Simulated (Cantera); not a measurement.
FeS2 + O2 (roasting and sulfation)

Input: 1 mol FeS2, 1.7 mol O2, held at 1700 K and 21000 Pa.

Cantera equilibrium calculation (NASA polynomials, part measured and part estimated; ideal gas, pure solids and liquids). Candidate condensed phases: Fe, FeO, FeS, FeSO4, FeS2, Fe2O3, Fe2(SO4)3, Fe3O4, S; 12 gas species. The tables' stoichiometric FeO is somewhat more stable than real wüstite, so its field is too wide. FeO: taken at fixed stoichiometry. Equilibrium is a limit: real reactors are often held back by kinetics, nucleation or transport.

```yaml
x(SO2): 0.731
x(S2): 0.236
x(SO): 0.0237
x(S2O): 0.00943
x(S): 0.000335
x(SO3): 2.08e-6
x(Fe): 1.52e-6
n(FeO(l)): 1.000 mol
gas_amount: 1.606 mol
log10 activity of Fe(δ) (absent): -1.30
log10 activity of S(l) (absent): -2.04
```
